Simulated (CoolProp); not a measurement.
Nitrogen along the isobar 18.5 MPa: Z from the reference equation and from simpler models built on Tc = 126.2 K, pc = 3.396 MPa, ω = 0.037; each cubic takes its own stable root.

The numbers come from the reference Helmholtz-energy equation of state, Span 2000 in CoolProp.

```
T (K)          phase  reference  Redlich-Kwong  Soave-Redlich-Kwong
-----  -------------  ---------  -------------  -------------------
123.3         liquid     0.7574         0.7599               0.7596
156.2  supercritical     0.7663         0.7800               0.7891
189    supercritical     0.8528         0.8576               0.8842
221.9  supercritical     0.9411            ___                  ___
254.7  supercritical      1.000         0.9817                1.024
287.6  supercritical      1.037          1.014                1.057
320.4  supercritical        ___          1.033                1.076
353.2  supercritical      1.073          1.046                1.087
386.1  supercritical      1.081          1.054                1.093
```

Task: What belongs in the gaps?

Result: 
- 221.9, Redlich-Kwong: 0.9315
- 221.9, Soave-Redlich-Kwong: 0.9693
- 320.4, reference: 1.059
